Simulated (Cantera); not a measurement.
Input (Python, Cantera) and output of one run.

```python
import numpy as np
import cantera as ct

gas_names = """
    C CN CO CO2 C2 CCN CNC C2N2 C2O C3 C3O2 C4 C4N2 C5 Fe FeC5O5 FeO N NCO NO NO2 NO3 N2 N2O O O2 O3
""".split()
cond_names = """
    C(gr) Fe(a) Fe(c) Fe(d) Fe(L) FeC5O5(L) FeO(s) FeO(L) Fe2O3(s) Fe3O4(s)
""".split()


def load(file, names, dense=False):
    # The tables refer to 1 bar. Condensed volumes are neglected.
    table = {s.name: s for s in ct.Species.list_from_file(file)}
    out = []
    for n in names:
        d = dict(table[n].input_data)
        d["thermo"] = dict(d["thermo"], **{"reference-pressure": 1e5})
        if dense:
            d["equation-of-state"] = {"model": "constant-volume", "density": "1e6 g/cm^3"}
        out.append(ct.Species.from_dict(d))
    return out


gas = ct.Solution(thermo="ideal-gas", species=load("nasa_gas.yaml", gas_names))
cond = {s.name: ct.Solution(thermo="fixed-stoichiometry", species=[s], name=s.name)
        for s in load("nasa_condensed.yaml", cond_names, dense=True)}
atoms = {
    'Fe(CO)5': {'Fe': 1, 'C': 5, 'O': 5},
    'CO': {'C': 1, 'O': 1},
    'N2': {'N': 2},
    'O2': {'O': 2},
}
top_T = {'C(gr)': 4500, 'Fe2O3(s)': 1830, 'Fe3O4(s)': 1870}  # K; cautious upper limits of use, not melting points


def equilibrate(T, P, feed):
    n = {}
    for name, mol in feed.items():
        for a, k in atoms[name].items():
            n[a] = n.get(a, 0.0) + k * mol
    gas.TPX = T, P, n
    mass = sum(n.values()) * gas.mean_molecular_weight
    gas.equilibrate("TP")
    valid = [c for c in cond.values() if c.min_temp <= T <= top_T.get(c.name, c.max_temp)]
    mix = ct.Mixture([(gas, mass / gas.mean_molecular_weight)] + [(c, 0.0) for c in valid])
    mix.T, mix.P = T, P
    mix.equilibrate("TP", solver="vcs", rtol=1e-11, max_steps=5000)
    return mix


results = []
feed = {'Fe(CO)5': 1, 'CO': 0.064, 'N2': 62, 'O2': 2.4}  # mol
T = 1048  # K
P = 10000  # Pa
mix = equilibrate(T, P, feed)
results.append((T, P, feed, dict(zip(mix.species_names, mix.species_moles))))
x = sorted(zip(gas.X, gas.species_names), reverse=True)
print(f"T = {T:g} K  P = {P:g} Pa  gas = {mix.phase_moles(0):.4g} mol")
print("   x: " + "  ".join(f"{s} {v:.3e}" for v, s in x if v > 1e-06))
print("   condensed (mol): " + ("  ".join(f"{mix.phase(i).name} {mix.phase_moles(i):.4g}"
      for i in range(1, mix.n_phases) if mix.phase_moles(i) > 1e-12) or "none"))
```

It prints:

```
T = 1048 K  P = 10000 Pa  gas = 67.06 mol
   x: N2 9.245e-01  CO2 5.666e-02  CO 1.885e-02
   condensed (mol): FeO(s) 1
```

Cantera equilibrium calculation (NASA polynomials, part measured and part estimated; ideal gas, pure solids and liquids). The tables' stoichiometric FeO is somewhat more stable than real wüstite, so its field is too wide. FeO: taken at fixed stoichiometry.
